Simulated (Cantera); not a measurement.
Adiabatic ignition

An adiabatic, constant-volume homogeneous reactor starts with C₃H₈ : O₂ : N₂ : H₂O = 1 : 6.1 : 51.8 : 3.6 (molar parts), at 1475 K and 66000 Pa.

Detailed kinetics in Cantera: GRI-Mech 3.0 (53 species, 325 reactions). GRI-Mech 3.0 was tuned for natural gas; its chemistry of propane as a main component is partial and can be far from experiment.

| t (s) | T (K) | P (bar) | x C₃H₈ | x O₂ | x H₂O | x CH₂ | x N₂O | x CH₂O |
|---|---|---|---|---|---|---|---|---|
| 4.00e-6 | 1474 | 0.659 | 0.0159 | 0.0976 | 0.0576 | 1.25e-8 | 6.16e-12 | 8.03e-7 |
| 1.08e-5 | 1471 | 0.659 | 0.0155 | 0.0975 | 0.0576 | 9.82e-8 | 5.15e-11 | 1.56e-5 |
| 2.92e-5 | 1467 | 0.658 | 0.0144 | 0.0971 | 0.0578 | 4.22e-7 | 2.26e-10 | 0.000154 |
| 7.87e-5 | 1467 | 0.661 | 0.0109 | 0.0954 | 0.0589 | 8.70e-7 | 7.21e-10 | 0.000667 |
| 0.000213 | 1984 | 0.933 | <1e-12 | 0.0316 | 0.0952 | <1e-12 | 1.35e-7 | 8.23e-11 |
| 0.000574 | 2283 | 1.05 | <1e-12 | 0.0230 | 0.106 | <1e-12 | 2.11e-7 | 2.48e-11 |
| 0.00155 | 2399 | 1.10 | <1e-12 | 0.0200 | 0.112 | <1e-12 | 3.03e-7 | 9.51e-12 |
| 0.00418 | 2410 | 1.10 | <1e-12 | 0.0195 | 0.112 | <1e-12 | 3.12e-7 | 8.13e-12 |
| 0.0113 | 2408 | 1.10 | <1e-12 | 0.0189 | 0.112 | <1e-12 | 3.12e-7 | 8.13e-12 |
| 0.0305 | 2403 | 1.10 | <1e-12 | 0.0180 | 0.112 | <1e-12 | 3.18e-7 | 8.14e-12 |
| 0.0823 | 2400 | 1.10 | <1e-12 | 0.0173 | 0.113 | <1e-12 | 3.26e-7 | 8.16e-12 |
| 0.222 | 2400 | 1.10 | <1e-12 | 0.0172 | 0.113 | <1e-12 | 3.28e-7 | 8.16e-12 |
| 0.600 | 2400 | 1.10 | <1e-12 | 0.0172 | 0.113 | <1e-12 | 3.28e-7 | 8.16e-12 |
x: mole fraction; the columns are a selection and need not sum to one.

```
Quantity                                                          Result
---------------------------------  -------------------------------------
time of steepest temperature rise                               0.188 ms
temperature at 0.600 s                                            2400 K
equilibrium temperature                                           2400 K
x(C₃H₈) at 0.600 s                 <1e-12 (gas-phase equilibrium <1e-12)
x(O₂) at 0.600 s                   0.0172 (gas-phase equilibrium 0.0172)
x(H₂O) at 0.600 s                    0.113 (gas-phase equilibrium 0.113)
```
